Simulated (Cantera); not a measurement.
Equilibrium for silicon etching in halogen gases: Si + HCl + N2 + HF

A closed system holds: 1 mol Si, 10 mol HCl, 1.1 mol N2, 2.9 mol HF, held at 1.40 mbar.

Method: chemical equilibrium by Gibbs-energy minimisation in Cantera with the NASA 1993 tables (ideal gas, pure condensed phases). Candidate condensed phases: NH4Cl, Si, Si3N4; 49 gas species. The tables' values for SiF3, SiCl3, SiF2 are old estimates; treat these amounts as uncertain. Rates play no part.

```tsv
T (K)	log p HCl	log p H2	log p N2	log p SiF4	log p HF	log p SiCl2	log p SiF3	log p SiCl4
1348	-3.01	-3.71	-3.93	-4.14	-5.05	-4.97	-5.42	-4.85
1373	-3.01	-3.71	-3.93	-4.15	-4.98	-4.87	-5.32	-4.95
1398	-3.01	-3.72	-3.93	-4.16	-4.92	-4.80	-5.23	-5.06
1423	-3.01	-3.73	-3.93	-4.17	-4.85	-4.74	-5.15	-5.18
1448	-3.01	-3.74	-3.94	-4.18	-4.78	-4.69	-5.07	-5.31
1473	-3.01	-3.74	-3.94	-4.20	-4.72	-4.65	-5.00	-5.45
1498	-3.01	-3.75	-3.94	-4.21	-4.65	-4.62	-4.94	-5.58
1523	-3.01	-3.76	-3.94	-4.23	-4.59	-4.60	-4.88	-5.72
1548	-3.01	-3.76	-3.94	-4.25	-4.53	-4.58	-4.83	-5.86
```
log p: log10 of the partial pressure in bar; nothing condenses.

From 1348 K to 1548 K nothing is condensed. The main Si-bearing gas is SiF4 throughout.
